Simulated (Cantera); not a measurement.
Cantera run:

```python
import numpy as np
import cantera as ct

gas_names = """
    NO NO2
""".split()
cond_names = """
    TiO2(ru) TiO2(L) Ti4O7(s) Ti4O7(L) Ti2O3(a) Ti2O3(b) Ti2O3(L) Ti3O5(a) Ti3O5(b) Ti3O5(L)
""".split()


def load(file, names, dense=False):
    # The tables refer to 1 bar. Condensed volumes are neglected.
    table = {s.name: s for s in ct.Species.list_from_file(file)}
    out = []
    for n in names:
        d = dict(table[n].input_data)
        d["thermo"] = dict(d["thermo"], **{"reference-pressure": 1e5})
        if dense:
            d["equation-of-state"] = {"model": "constant-volume", "density": "1e6 g/cm^3"}
        out.append(ct.Species.from_dict(d))
    return out


species = {s.name: s for s in load("nasa_gas.yaml", gas_names) + load("nasa_condensed.yaml", cond_names)}
# Each term lists the table entries of one substance; the one whose range holds T is used.
reactions = {
    '4 TiO2 + NO(g) = Ti4O7 + NO2(g)':
        [(-4, ['TiO2(ru)', 'TiO2(L)']), (-1, ['NO']), (1, ['Ti4O7(s)', 'Ti4O7(L)']), (1, ['NO2'])],
    'TiO2 + Ti2O3 = Ti3O5':
        [(-1, ['TiO2(ru)', 'TiO2(L)']), (-1, ['Ti2O3(a)', 'Ti2O3(b)', 'Ti2O3(L)']), (1, ['Ti3O5(a)', 'Ti3O5(b)', 'Ti3O5(L)'])],
}


def pick(names, T):
    return next(species[n] for n in names if species[n].thermo.min_temp <= T <= species[n].thermo.max_temp)


results = []
for label, terms in reactions.items():
    print(label)
    print("     T/K   dH/kJ  dS/(J/K)   dG/kJ   log10 K")
    for T in [300, 1373, 1523, 1673, 1823, 1973, 2123]:
        used = [(nu, pick(names, T)) for nu, names in terms]
        dH = sum(nu * s.thermo.h(T) for nu, s in used) / 1e6
        dS = sum(nu * s.thermo.s(T) for nu, s in used) / 1e3
        dG = dH - T * dS / 1e3
        logK = -dG * 1e6 / (ct.gas_constant * T * np.log(10))
        results.append((label, T, dH, dS, dG, logK, [s.name for _, s in used]))
        print(f"{T:8g} {dH:8.1f} {dS:8.1f} {dG:8.1f} {logK:8.2f}")
```

It prints:

```
4 TiO2 + NO(g) = Ti4O7 + NO2(g)
     T/K   dH/kJ  dS/(J/K)   dG/kJ   log10 K
     300    317.4     26.9    309.3   -53.85
    1373    328.2     37.9    276.3   -10.51
    1523    331.1     39.8    270.4    -9.27
    1673    334.1     41.7    264.3    -8.25
    1823    337.4     43.6    257.9    -7.39
    1973    567.9    161.8    248.6    -6.58
    2123    579.0    167.3    223.9    -5.51
TiO2 + Ti2O3 = Ti3O5
     T/K   dH/kJ  dS/(J/K)   dG/kJ   log10 K
     300      6.4      1.5      5.9    -1.03
    1373      8.1     15.1    -12.7     0.48
    1523      8.7     15.6    -15.0     0.51
    1673     10.2     16.5    -17.4     0.54
    1823     12.7     17.9    -20.0     0.57
    1973     16.1     19.7    -22.8     0.60
    2123     87.7     56.2    -31.6     0.78
```

Standard-state values (1 bar) from the NASA 1993 polynomials, evaluated with Cantera. Condensed species are held in their standard states even where they would react or evaporate.
